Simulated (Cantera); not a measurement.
An adiabatic, constant-volume homogeneous reactor starts with CH₄ : H₂ : O₂ : N₂ = 1 : 0.032 : 1.83 : 6.89 (molar parts), at 1075 K and 5.00 bar. Integrator tolerance rtol = 1e-08.

Detailed kinetics in Cantera: GRI-Mech 3.0 (53 species, 325 reactions).

```tsv
quantity	before	after
time of steepest temperature rise	26.4 ms	0.173 s
temperature at 0.200 s	2930 K	2812 K
equilibrium temperature	2930 K	2812 K
x(CH₄) at 0.200 s	<1e-12 (gas-phase equilibrium <1e-12)	<1e-12 (gas-phase equilibrium <1e-12)
x(H₂) at 0.200 s	0.0195 (gas-phase equilibrium 0.0195)	0.0229 (gas-phase equilibrium 0.0229)
x(O₂) at 0.200 s	0.00688 (gas-phase equilibrium 0.00688)	0.00989 (gas-phase equilibrium 0.00989)
x(CH₂O) at 0.200 s	4.96e-9 (gas-phase equilibrium 4.96e-9)	1.22e-9 (gas-phase equilibrium 1.22e-9)
x(HCO) at 0.200 s	2.45e-7 (gas-phase equilibrium 2.45e-7)	9.79e-8 (gas-phase equilibrium 9.79e-8)
x(C₂H₆) at 0.200 s	<1e-12 (gas-phase equilibrium <1e-12)	<1e-12 (gas-phase equilibrium <1e-12)
```

**Question.** Which change was made?
A) constant pressure in place of constant volume
B) CH4 1 to 0.46 parts
C) pressure from 5.00 bar to 1.00 bar
D) H2 0.032 to 0.023 parts

**Answer.** C, pressure from 5.00 bar to 1.00 bar
